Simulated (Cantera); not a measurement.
Input: 1 mol SiH2Cl2, 0.8 mol Cl2, 16 mol N2, held at 875 K and 0.0133 bar.

These are equilibrium values from Cantera (NASA tables, ideal gas, pure condensed phases), not measurements of a reactor. Candidate condensed phases: NH4Cl, Si, Si3N4; 28 gas species. N2 is the only nitrogen source here; it is nearly inert below about 1500 K, so the nitride shown seldom forms there in practice. The numbers say what is thermodynamically allowed, not how fast it happens.

Base state: N2 0.874, HCl 0.0821, SiCl4 0.0296, H2 0.0146, SiHCl3 1.16e-5 (mole fractions); condensed: Si3N4(s).

**Question.** What changes in the equilibrium state with this change: temperature from 875 K to 1225 K?

**Answer.** 
```json
[
 {"species": "N2", "before": "0.874", "after": "0.871"},
 {"species": "HCl", "before": "0.0821", "after": "0.0910"},
 {"species": "SiCl4", "before": "0.0296", "after": "0.0259"},
 {"species": "H2", "before": "0.0146", "after": "0.0100"},
 {"species": "SiCl2", "before": "1.02e-8", "after": "0.000607"},
 {"species": "SiCl3", "before": "2.28e-6", "after": "0.00141"},
 {"species": "SiHCl3", "before": "1.16e-5", "after": "8.91e-5"},
 {"species": "Si3N4(s), mol", "before": "0.156", "after": "0.166"}
]
```
The tables' values for SiCl3 are old estimates; treat these amounts as uncertain.

**Question.** What changes in the equilibrium state with this change: temperature from 875 K to 1648 K?

**Answer.** 
```csv
species,before,after
N2,0.874,0.853
HCl,0.0821,0.0794
SiCl2,1.02e-8,0.0485
SiCl4,0.0296,0.000732
H2,0.0146,0.0136
Cl,<1e-9,0.000413
H,<1e-9,8.98e-5
SiCl,<1e-9,1.04e-5
SiCl3,2.28e-6,0.00402
"Si3N4(s), mol",0.156,0
```
The tables' values for SiCl3, SiCl are old estimates; treat these amounts as uncertain.

**Question.** What changes in the equilibrium state with this change: temperature from 875 K to 1350 K?

**Answer.** 
```tsv
species	before	after
N2	0.874	0.868
HCl	0.0821	0.0906
SiCl4	0.0296	0.0198
SiCl2	1.02e-8	0.00668
H2	0.0146	0.00987
Cl	<1e-9	1.57e-5
SiCl3	2.28e-6	0.00514
SiHCl3	1.16e-5	0.000123
Si3N4(s), mol	0.156	0.142
```
The tables' values for SiCl3 are old estimates; treat these amounts as uncertain.
